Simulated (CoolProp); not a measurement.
Values from CoolProp's reference Helmholtz-energy equation of state, Wu 2011.

Question: Give the vapour pressure (MPa), enthalpy of vaporisation (kJ/kg), liquid cp (kJ/(kg K)), vapour Z of saturated dimethyl ether at 232.3 K.

Answer: 
| T (K) | p (MPa) | enthalpy of vaporisation (kJ/kg) | liquid cp (kJ/(kg K)) | vapour Z |
|---|---|---|---|---|
| 232.3 | 0.0476 | 483 | 2.20 | 0.978 |
